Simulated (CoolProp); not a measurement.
Saturated liquid density (kg/m³) of C2F6 (R116): the reference equation beside estimates from Tc = 293.0 K, pc = 3048 kPa, ω = 0.257. Rackett uses Z = 0.29056 − 0.08775 ω.

Computed with CoolProp (reference Helmholtz-energy equation of state, Lemmon 2006). It is a short technical equation, of lower accuracy than the large ones.

| T (K) | reference | Rackett | Redlich-Kwong | Soave-Redlich-Kwong | Peng-Robinson |
|---|---|---|---|---|---|
| 212.5 | 1525 | 1601 | 1389 | 1449 | 1642 |
| 216.3 | 1506 | 1581 | 1368 | 1429 | 1620 |
| 220.1 | 1487 | 1560 | 1346 | 1408 | 1596 |
| 223.9 | 1468 | 1540 | 1324 | 1386 | 1572 |
| 227.7 | 1448 | 1518 | 1300 | 1363 | 1546 |
| 231.5 | 1427 | 1496 | 1276 | 1339 | 1519 |
| 235.4 | 1406 | 1473 | 1251 | 1313 | 1490 |
| 239.2 | 1384 | 1450 | 1225 | 1287 | 1461 |
| 243 | 1361 | 1426 | 1198 | 1260 | 1430 |
| 246.8 | 1338 | 1401 | 1170 | 1231 | 1398 |

Absolute difference from the reference over all 10 rows, mean and median: Rackett 4.8 and 4.8 %, Redlich-Kwong 10.5 and 10.4 %, Soave-Redlich-Kwong 6.2 and 6.0 %, Peng-Robinson 6.4 and 6.6 %.
